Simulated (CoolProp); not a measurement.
Vapour-liquid equilibrium of ethane (1) + hydrogen sulfide (2) at 223.8 K; x and y are mole fractions of (1).

Model: multi-fluid Helmholtz-energy mixture model, Bücker 2006 and Lemmon 2006; pair parameters Kunz 2012, in CoolProp.

| x | bubble pressure (MPa) | y at the bubble point | dew pressure at overall composition x (MPa) | liquid density (mol/L) |
|---|---|---|---|---|
| 0.05 | 0.2882 | 0.420 | 0.1800 | 26.31 |
| 0.125 | 0.3950 | 0.592 | 0.1950 | 24.99 |
| 0.2 | 0.4527 | 0.656 | 0.2126 | 23.80 |
| 0.275 | 0.4845 | 0.687 | 0.2336 | 22.73 |
| 0.35 | (withheld) | 0.706 | (withheld) | 21.76 |
| 0.425 | 0.5168 | 0.721 | (withheld) | 20.88 |
| 0.5 | 0.5279 | 0.735 | 0.3303 | 20.08 |
| 0.575 | 0.5383 | (withheld) | 0.3814 | 19.35 |
| 0.65 | 0.5485 | 0.772 | 0.4472 | 18.69 |
| 0.725 | 0.5580 | 0.799 | 0.5201 | 18.09 |
| 0.8 | 0.5658 | (withheld) | 0.5582 | 17.54 |
| 0.875 | 0.5704 | 0.882 | 0.5701 | 17.05 |
| 0.95 | 0.5696 | 0.945 | 0.5694 | 16.60 |

Complete the blanks.


- 0.35, bubble pressure (MPa): 0.5035
- 0.35, dew pressure at overall composition x (MPa): 0.2591
- 0.425, dew pressure at overall composition x (MPa): 0.2906
- 0.575, y at the bubble point: 0.752
- 0.8, y at the bubble point: 0.835

y crosses x between x = 0.875 and 0.95: the model has an azeotrope there.

Pair parameters are fitted to limited data, so mixtures are less certain than the pure fluids. With so large a gap from Raoult's law the liquid may split in two, which this calculation doesn't test in full.
